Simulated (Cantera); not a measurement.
Charge: 1 mol Fe₂O₃, 1.2 mol SO₂, 3.1 mol N₂, at 600 K and 32.3 Torr.

Equilibrium computed with Cantera from the NASA thermochemical tables; the gas is ideal and each condensed phase is pure. Candidate condensed phases: Fe, FeO, FeS, FeSO₄, FeS₂, Fe₂O₃, Fe₂(SO₄)₃, Fe₃O₄, S; 19 gas species. Equilibrium is a limit: real reactors are often held back by kinetics, nucleation or transport.

Base state: N₂ 0.721, SO₂ 0.279 (mole fractions); condensed: Fe₂O₃(s).

Q: What changes in the equilibrium state with this change: Fe₂O₃ replaced by FeS₂?

A: 
```csv
species,before,after
N₂,0.721,0.721
SO₂,0.279,0.279
"Fe₂O₃(s), mol",1.00,0
"FeS₂(s), mol",0,1.000
```
